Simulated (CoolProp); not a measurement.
Vapour-liquid equilibrium of R1234ze(E) (1) + n-pentane (2) at 343 kPa; x and y are mole fractions of (1).

Computed with CoolProp (multi-fluid Helmholtz-energy mixture model, Thol 2016 and Thol 2019; pair parameters Bell 2016).

```json
[
 {"x": "0.05", "bubble temperature, mixture model (°C)": "62.3", "bubble temperature, Raoult's law (°C)": "69.2", "y, mixture model": "0.339", "y, Raoult's law": "0.231"},
 {"x": "0.2", "bubble temperature, mixture model (°C)": "36.9", "bubble temperature, Raoult's law (°C)": "51.8", "y, mixture model": "0.726", "y, Raoult's law": "0.608"},
 {"x": "0.35", "bubble temperature, mixture model (°C)": "26.5", "bubble temperature, Raoult's law (°C)": "40.0", "y, mixture model": "0.829", "y, Raoult's law": "0.781"},
 {"x": "0.5", "bubble temperature, mixture model (°C)": "21.6", "bubble temperature, Raoult's law (°C)": "31.3", "y, mixture model": "0.873", "y, Raoult's law": "0.875"},
 {"x": "0.65", "bubble temperature, mixture model (°C)": "18.7", "bubble temperature, Raoult's law (°C)": "24.5", "y, mixture model": "0.901", "y, Raoult's law": "0.931"},
 {"x": "0.8", "bubble temperature, mixture model (°C)": "16.3", "bubble temperature, Raoult's law (°C)": "19.1", "y, mixture model": "0.930", "y, Raoult's law": "0.968"},
 {"x": "0.95", "bubble temperature, mixture model (°C)": "14.0", "bubble temperature, Raoult's law (°C)": "14.5", "y, mixture model": "0.976", "y, Raoult's law": "0.993"}
]
```

The largest gap from Raoult's law is -14.9 K in bubble temperature, at x = 0.2. No azeotrope shows between x = 0.05 and 0.95.

The pair parameters rest on a limited set of measurements; away from them the model extrapolates. With so large a gap from Raoult's law the liquid may split in two, which this calculation doesn't test in full.
